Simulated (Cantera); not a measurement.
A perfectly stirred reactor is fed with H₂ : O₂ = 0.071 : 1 (molar parts), at 5.25 Torr; it is held at 1198 K, and followed from long to short residence time.

Computed with Cantera and GRI-Mech 3.0 (53 species, 325 reactions). Radical loss at walls, strong at low pressure, is not modelled. The temperature is held fixed by assumption; the heat of reaction is taken as removed at once.

Task: What does this change do: pressure from 5.25 Torr to 20.0 Torr?

Result: 
| quantity | before | after |
|---|---|---|
| x(H₂) at τ = 24.0 s | 5.45e-5 | 2.04e-5 |
| x(O₂) at τ = 24.0 s | 0.930 | 0.931 |
| x(H₂O₂) at τ = 24.0 s | 3.27e-8 | 5.27e-8 |
| x(OH) at τ = 24.0 s | 0.000705 | 0.000288 |
| x(O) at τ = 24.0 s | 0.000947 | 0.000159 |
| x(H₂) at τ = 0.310 s | 0.000747 | 0.000298 |
| x(O₂) at τ = 0.310 s | 0.916 | 0.928 |
| x(H₂O₂) at τ = 0.310 s | 6.51e-8 | 1.80e-7 |
| x(OH) at τ = 0.310 s | 0.00273 | 0.00123 |
| x(O) at τ = 0.310 s | 0.0138 | 0.00278 |

Task: What does this change do: pressure from 5.25 Torr to 6.90 Torr?

Result: 
```tsv
quantity	before	after
x(H₂) at τ = 24.0 s	5.45e-5	4.28e-5
x(O₂) at τ = 24.0 s	0.930	0.931
x(H₂O₂) at τ = 24.0 s	3.27e-8	3.69e-8
x(OH) at τ = 24.0 s	0.000705	0.000588
x(O) at τ = 24.0 s	0.000947	0.000659
x(H₂) at τ = 0.310 s	0.000747	0.000606
x(O₂) at τ = 0.310 s	0.916	0.920
x(H₂O₂) at τ = 0.310 s	6.51e-8	8.31e-8
x(OH) at τ = 0.310 s	0.00273	0.00236
x(O) at τ = 0.310 s	0.0138	0.0102
```
